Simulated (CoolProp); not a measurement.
Tetrahydrofuran at 371 K and 2.25 MPa is throttled through a valve to 1.04 MPa with no heat exchange. Each further row changes one setting.

Values from CoolProp's reference Helmholtz-energy equation of state, Fiedler 2023.

```csv
case,temperature change (K),final density (kg/m³)
as stated,+0.3,798
outlet pressure 0.312 MPa,+0.5,797
outlet pressure 1.35 MPa,+0.2,799
```
